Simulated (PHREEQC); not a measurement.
Make-up at 25 °C: 0.0064 mol/kgw Na2CO3. Closed to the air; pH follows from the charge balance.

All values are PHREEQC results (Pitzer model, pitzer.dat), not measurements.

```tsv
quantity	before	after
pH	10.91	10.77
CO3-2 (mol/kgw)	0.00547	0.00254
HCO3- (mol/kgw)	0.000933	0.000664
SI of Nahcolite (NaHCO3)	-4.61	-5.03
SI of Natron (Na2CO3:10H2O)	-5.57	-6.41
```

### Question
What was changed between the two runs?
(A) Na2CO3 from 0.0064 to 0.032 mol/kgw
(B) Na2CO3 from 0.0064 to 0.0128 mol/kgw
(C) Na2CO3 from 0.0064 to 0.0032 mol/kgw
(D) diluted 10-fold with water

### Answer
C, Na2CO3 from 0.0064 to 0.0032 mol/kgw

No solid was allowed to form.
